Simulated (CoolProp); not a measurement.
Computed with CoolProp (reference Helmholtz-energy equation of state, Thol 2018).

### Question
For hydrogen chloride, give the phase and the Z, cp (kJ/(kg K)), speed of sound (m/s), Joule-Thomson coefficient (K/MPa) at 83.95 °C and 52000 kPa; 83.95 °C and 62400 kPa.

### Answer
- 83.95 °C and 52000 kPa: supercritical; Z 0.734, cp 1.62, speed of sound 741, Joule-Thomson coefficient 0.00845
- 83.95 °C and 62400 kPa: supercritical; Z 0.848, cp 1.55, speed of sound 802, Joule-Thomson coefficient -0.0915
